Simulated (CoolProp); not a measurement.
A Linde-Hampson liquefier for ethylene: isothermal reversible compression at 320 K from 1 atm to 10 MPa, throttling to 1 atm, return gas leaving the recuperator 2 K below the feed. Each further row changes one setting.

Model: reference Helmholtz-energy equation of state, Smukala 2000, in CoolProp.

```csv
case,liquid yield per pass,compression work (kJ/kg of gas)
as stated,(withheld),386
high pressure 20 MPa,(withheld),(withheld)
warm-end temperature 350 K,0.197,440
warm-end gap 7 K,(withheld),386
```

### Question
Fill in the missing entries.

### Answer

- as stated, liquid yield per pass: 0.317
- high pressure 20 MPa, liquid yield per pass: 0.414
- high pressure 20 MPa, compression work (kJ/kg of gas): 418
- warm-end gap 7 K, liquid yield per pass: 0.309
